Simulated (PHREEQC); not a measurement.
Solution (25 °C): 0.031 mol/kgw H3PO4, 0.04 mol/kgw K2HPO4 and 0.12 mol/kgw NaCl. Closed to the air; pH follows from the charge balance.

Computed with PHREEQC (ion-association model, wateq4f.dat).

| quantity | before | after |
|---|---|---|
| pH | 5.92 | 6.60 |
| ionic strength (mol/kgw) | 0.207 | 0.318 |
| H2PO4- (mol/kgw) | 0.0620 | 0.0620 |
| HPO4-2 (mol/kgw) | 0.00810 | 0.0433 |
| KHPO4- (mol/kgw) | 0.000353 | 0.00316 |
| PO4-3 (mol/kgw) | 1.40e-8 | 4.32e-7 |

Name the change that produced these shifts.
A) K2HPO4 from 0.04 to 0.08 mol/kgw
B) diluted 10-fold with water
C) 0.0015 mol/kgw KOH added
D) NaCl left out
E) H3PO4 left out

A, K2HPO4 from 0.04 to 0.08 mol/kgw

This is a speciation only: nothing precipitates in the calculation. H3PO4, which wateq4f.dat lacks, is added to it with the constant of phreeqc.dat.
